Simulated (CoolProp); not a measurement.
A closed Brayton cycle with dry air: compressor inlet 329.15 K and 3.2 MPa, high pressure 8.02 MPa, turbine inlet 680 K, compressor efficiency 0.85, turbine efficiency 0.85, recuperator effectiveness 0.9 (on enthalpy, no pinch check). Each further row changes one setting.

Computed with CoolProp (reference Helmholtz-energy equation of state, Lemmon 2000). It is a pseudo-pure fit of the blend.

```json
[
 {"case": "as stated", "thermal efficiency (%)": "12.7", "net work (kJ/kg)": "19.3", "compressor to turbine work": "0.86", "compressor exit (K)": "445.8", "turbine exit (K)": "551.5"},
 {"case": "turbine inlet 630 K", "thermal efficiency (%)": "6.6", "net work (kJ/kg)": "?", "compressor to turbine work": "0.93", "compressor exit (K)": "445.8", "turbine exit (K)": "509.7"},
 {"case": "compressor inlet 339.15 K", "thermal efficiency (%)": "?", "net work (kJ/kg)": "15.6", "compressor to turbine work": "0.89", "compressor exit (K)": "459.1", "turbine exit (K)": "551.5"},
 {"case": "high pressure 6.82 MPa", "thermal efficiency (%)": "15.5", "net work (kJ/kg)": "?", "compressor to turbine work": "0.82", "compressor exit (K)": "423.0", "turbine exit (K)": "572.2"},
 {"case": "recuperator effectiveness 0.5", "thermal efficiency (%)": "?", "net work (kJ/kg)": "19.3", "compressor to turbine work": "0.86", "compressor exit (K)": "445.8", "turbine exit (K)": "551.5"}
]
```

Task: Complete the blanks.

Result: 
- turbine inlet 630 K, net work (kJ/kg): 8.99
- compressor inlet 339.15 K, thermal efficiency (%): 10.4
- high pressure 6.82 MPa, net work (kJ/kg): 20.7
- recuperator effectiveness 0.5, thermal efficiency (%): 9.9
